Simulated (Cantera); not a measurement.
Source: NASA polynomial tables (part measured, part estimated), evaluated in Cantera. Values are per mole of reaction as written; species without (g) are pure solids or liquids, kept so even where they would boil at 1 bar.

Q: Between 925 and 1675 K, where is each reaction favourable under standard conditions?
- 3 Cu + 6 HF(g) + N2(g) = 2 NH3(g) + 3 CuF2

A: 
- 3 Cu + 6 HF(g) + N2(g) = 2 NH3(g) + 3 CuF2: ΔG° is 578 kJ at 925 K and 984 kJ at 1675 K; it stays positive (K < 1). ΔH° is 158 kJ and ΔS° -493 J/K at 1675 K.
